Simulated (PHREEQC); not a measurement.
Dissolve 0.11 mol/kgw FeSO4, 0.035 mol/kgw MgSO4 and 0.0015 mol/kgw HCl at 25 °C. Closed to the air; pH follows from the charge balance.

Equilibrium calculation in PHREEQC: ion-association model, wateq4f.dat.

Each row changes one thing in this solution. This is a speciation only: nothing precipitates in the calculation.

| case | pH | ionic strength (mol/kgw) | SO4-2 (mol/kgw) | Fe+2 (mol/kgw) | FeSO4 (mol/kgw) | HSO4- (mol/kgw) | SI of Melanterite (FeSO4:7H2O) |
|---|---|---|---|---|---|---|---|
| as made | 3.46 | 0.293 | 0.0726 | 0.0580 | 0.0518 | 0.000884 | -1.31 |
| MgSO4 from 0.035 to 0.35 mol/kgw | 3.65 | 0.710 | 0.177 | 0.0530 | 0.0568 | 0.00107 | -1.25 |
| diluted 100-fold with water | 4.89 | 0.00513 | 0.00128 | 0.000978 | 0.000122 | 1.27e-6 | -3.95 |
| MgSO4 left out | 3.42 | 0.238 | 0.0588 | 0.0596 | 0.0502 | 0.000836 | -1.33 |
| MgSO4 from 0.035 to 0.175 mol/kgw | [?] | 0.493 | 0.122 | 0.0548 | 0.0551 | 0.000997 | -1.27 |
| HCl left out | 5.88 | 0.293 | 0.0732 | 0.0579 | 0.0521 | [?] | -1.31 |

### Question
What belongs in the gaps?

### Answer

- MgSO4 from 0.035 to 0.175 mol/kgw, pH: 3.57
- HCl left out, HSO4- (mol/kgw): 3.37e-6

The ionic strength passes 0.7 mol/kgw, the rough limit of the ion-association models, in MgSO4 from 0.035 to 0.35 mol/kgw. Species that the database lacks are ignored.
